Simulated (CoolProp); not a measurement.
Vapour pressure (bar) of n-octane: the reference equation beside estimates from Tc = 295.6 °C, pc = 24.84 bar, ω = 0.398. Clausius-Clapeyron is anchored at 15.15 °C with a constant enthalpy of vaporisation of 42.17 kJ/mol.

Model: reference Helmholtz-energy equation of state, Beckmüller 2019, in CoolProp.

| T (°C) | reference | Clausius-Clapeyron | Redlich-Kwong | Soave-Redlich-Kwong | Peng-Robinson |
|---|---|---|---|---|---|
| 15.15 | 0.01051 | 0.01051 | 0.06771 | 0.01024 | 0.01127 |
| 29.35 | 0.02384 | 0.02400 | 0.1270 | 0.02324 | 0.02505 |
| 43.45 | 0.04923 | 0.05064 | 0.2211 | 0.04812 | 0.05098 |
| 57.65 | 0.09476 | 0.1007 | 0.3641 | 0.09292 | 0.09702 |
| 71.75 | 0.1702 | 0.1885 | 0.5683 | 0.1675 | 0.1728 |
| 85.95 | 0.2901 | 0.3373 | 0.8520 | 0.2867 | 0.2927 |
| 100.05 | 0.4694 | 0.5751 | 1.228 | 0.4657 | 0.4715 |
| 114.25 | 0.7303 | 0.9464 | 1.717 | 0.7275 | 0.7315 |
| 128.45 | 1.095 | 1.504 | 2.336 | 1.095 | 1.095 |
| 142.55 | 1.584 | 2.308 | 3.095 | 1.590 | 1.583 |

Absolute difference from the reference over all 10 rows, mean and median: Clausius-Clapeyron 17.2 and 13.5 %, Redlich-Kwong 254.3 and 213.8 %, Soave-Redlich-Kwong 1.4 and 1.4 %, Peng-Robinson 2.1 and 1.2 %.
